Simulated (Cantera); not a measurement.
Cantera run:

```python
import numpy as np
import cantera as ct

gas_names = """
    B BCL BCL2 BCL3 BH BH2 BH3 BO BOCL BO2 B2 B2O B2O2 B2O3 B3O3CL3 B3O3H3 CL CLO CL2 H HBO HBO2 HCL
    HOCL HO2 H2 H2O H2O2 H3B3O6 O OH O2 O3
""".split()
cond_names = """
    B(b) B(L) B2O3(L) B3O3H3(cr) H2O(s) H2O(L)
""".split()


def load(file, names, dense=False):
    # The tables refer to 1 bar. Condensed volumes are neglected.
    table = {s.name: s for s in ct.Species.list_from_file(file)}
    out = []
    for n in names:
        d = dict(table[n].input_data)
        d["thermo"] = dict(d["thermo"], **{"reference-pressure": 1e5})
        if dense:
            d["equation-of-state"] = {"model": "constant-volume", "density": "1e6 g/cm^3"}
        out.append(ct.Species.from_dict(d))
    return out


gas = ct.Solution(thermo="ideal-gas", species=load("nasa_gas.yaml", gas_names))
cond = {s.name: ct.Solution(thermo="fixed-stoichiometry", species=[s], name=s.name)
        for s in load("nasa_condensed.yaml", cond_names, dense=True)}
atoms = {
    'B2O3': {'B': 2, 'O': 3},
    'HCl': {'H': 1, 'CL': 1},
    'O2': {'O': 2},
    'BCl3': {'B': 1, 'CL': 3},
}
top_T = {}  # K; cautious upper limits of use, not melting points


def equilibrate(T, P, feed):
    n = {}
    for name, mol in feed.items():
        for a, k in atoms[name].items():
            n[a] = n.get(a, 0.0) + k * mol
    gas.TPX = T, P, n
    mass = sum(n.values()) * gas.mean_molecular_weight
    gas.equilibrate("TP")
    valid = [c for c in cond.values() if c.min_temp <= T <= top_T.get(c.name, c.max_temp)]
    mix = ct.Mixture([(gas, mass / gas.mean_molecular_weight)] + [(c, 0.0) for c in valid])
    mix.T, mix.P = T, P
    mix.equilibrate("TP", solver="vcs", rtol=1e-11, max_steps=5000)
    return mix


results = []
feed = {'B2O3': 1, 'HCl': 2.9, 'O2': 0.98, 'BCl3': 9.2}  # mol
P = 100000  # Pa
for T in [750, 800, 850, 900, 950, 1000, 1050, 1100, 1150, 1200, 1250, 1300, 1350, 1400]:
    mix = equilibrate(T, P, feed)
    results.append((T, P, feed, dict(zip(mix.species_names, mix.species_moles))))

top = {s: max(r[3][s] / sum(r[3][g] for g in gas_names) for r in results) for s in gas_names}
cols = sorted((s for s in top if top[s] > 1e-06), key=lambda s: -top[s])[:8]
seen = [c for c in cond_names if any(r[3].get(c, 0) > 1e-12 for r in results)]
print("log10 of partial pressures in bar; condensed amounts in mol")
print(f"{'T/K':>10s}" + "".join(f"{s[:9]:>10s}" for s in cols + seen))
for T, P, feed, n in results:
    ng = sum(n[g] for g in gas_names)
    print(f"{T:10.4g}" + "".join(f"{np.log10(max(n[s] / ng * P / 1e5, 1e-99)):10.3f}" for s in cols)
          + "".join(f"{n.get(c, 0):10.4g}" for c in seen))
```

Result:

```
log10 of partial pressures in bar; condensed amounts in mol
       T/K      BCL3       HCL       CL2   B3O3CL3        CL      BOCL      HBO2      B2O3   B2O3(L)
       750    -0.251    -0.643    -0.813    -1.242    -5.973   -10.556   -11.937   -18.491    0.9227
       800    -0.259    -0.643    -0.813    -1.165    -5.436    -9.548   -10.965   -16.722    0.7806
       850    -0.268    -0.643    -0.813    -1.102    -4.961    -8.662   -10.114   -15.169    0.6449
       900    -0.276    -0.643    -0.813    -1.050    -4.538    -7.876    -9.361   -13.795    0.5174
       950    -0.284    -0.643    -0.813    -1.007    -4.159    -7.175    -8.692   -12.572    0.3986
      1000    -0.291    -0.643    -0.814    -0.971    -3.817    -6.546    -8.093   -11.475    0.2888
      1050    -0.298    -0.643    -0.814    -0.940    -3.508    -5.979    -7.554   -10.487    0.1877
      1100    -0.304    -0.643    -0.814    -0.913    -3.227    -5.464    -7.067    -9.592   0.09603
      1150    -0.310    -0.643    -0.815    -0.891    -2.969    -4.996    -6.625    -8.779   0.01287
      1200    -0.311    -0.644    -0.816    -0.888    -2.734    -4.573    -6.237    -8.057         0
      1250    -0.311    -0.644    -0.818    -0.888    -2.517    -4.185    -5.884    -7.398         0
      1300    -0.312    -0.644    -0.821    -0.889    -2.317    -3.828    -5.559    -6.791         0
      1350    -0.312    -0.645    -0.826    -0.889    -2.133    -3.499    -5.260    -6.231         0
      1400    -0.313    -0.646    -0.832    -0.891    -1.962    -3.193    -4.984    -5.712         0
```

Equilibrium computed with Cantera from the NASA thermochemical tables; the gas is ideal and each condensed phase is pure. The tables' values for BOCl are old estimates; treat these amounts as uncertain.
